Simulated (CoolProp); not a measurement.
n-perfluoropentane along the isobar 1.41 MPa: Z from the reference equation and from simpler models built on Tc = 421.0 K, pc = 2.063 MPa, ω = 0.436; each cubic takes its own stable root.

Values from CoolProp's reference Helmholtz-energy equation of state, Gao 2022.

| T (K) | phase | reference | van der Waals | Redlich-Kwong | Soave-Redlich-Kwong | Peng-Robinson |
|---|---|---|---|---|---|---|
| 297.8 | liquid | 0.1017 | 0.1669 | 0.1160 | 0.1088 | 0.09633 |
| 314.7 | liquid | 0.09968 | 0.1636 | 0.1147 | 0.1071 | 0.09470 |
| 331.5 | liquid | 0.09844 | 0.1618 | 0.1145 | 0.1065 | 0.09406 |
| 348.4 | liquid | 0.09805 | 0.1617 | 0.1157 | 0.1072 | 0.09465 |
| 365.2 | liquid | 0.09881 | 0.1643 | 0.1190 | 0.1098 | 0.09697 |
| 382.1 | liquid | 0.1014 | 0.1724 | 0.1261 | 0.1158 | 0.1023 |
| 398.9 | liquid | 0.1086 | 0.6810 | 0.6246 | 0.1303 | 0.1155 |
| 415.8 | gas | 0.6772 | 0.7292 | 0.6953 | 0.6902 | 0.6666 |
| 432.6 | gas | 0.7433 | 0.7649 | 0.7432 | 0.7516 | 0.7289 |
| 449.5 | gas | 0.7892 | 0.7933 | 0.7795 | 0.7962 | 0.7745 |
| 466.3 | gas | 0.8234 | 0.8164 | 0.8082 | 0.8304 | 0.8095 |
| 483.2 | gas | 0.8505 | 0.8359 | 0.8318 | 0.8579 | 0.8379 |
| 500 | gas | 0.8723 | 0.8523 | 0.8513 | 0.8804 | 0.8611 |

At some of these states van der Waals, Redlich-Kwong gives the other phase, because its saturation line lies elsewhere.
